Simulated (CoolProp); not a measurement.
Vapour-liquid equilibrium of hydrogen chloride (1) + n-butane (2) at 262.4 K; x and y are mole fractions of (1).

Model: multi-fluid Helmholtz-energy mixture model, Thol 2018 and Bücker 2006; pair parameters Bell 2016, in CoolProp.

| x | bubble pressure (bar) | y at the bubble point | dew pressure at overall composition x (bar) | liquid density (mol/L) |
|---|---|---|---|---|
| 0.05 | 2.269 | 0.703 | 0.7102 | 10.89 |
| 0.2 | 6.773 | 0.902 | 0.8448 | 12.07 |
| 0.35 | 10.13 | 0.937 | 1.041 | 13.48 |
| 0.5 | 12.35 | 0.952 | 1.353 | 15.21 |
| 0.65 | 14.05 | 0.962 | 1.930 | 17.42 |
| 0.8 | 15.89 | 0.974 | 3.362 | 20.38 |
| 0.95 | 18.34 | 0.992 | 12.09 | 24.67 |

No azeotrope shows between x = 0.05 and 0.95.

The pair parameters rest on a limited set of measurements; away from them the model extrapolates. With so large a gap from Raoult's law the liquid may split in two, which this calculation doesn't test in full.
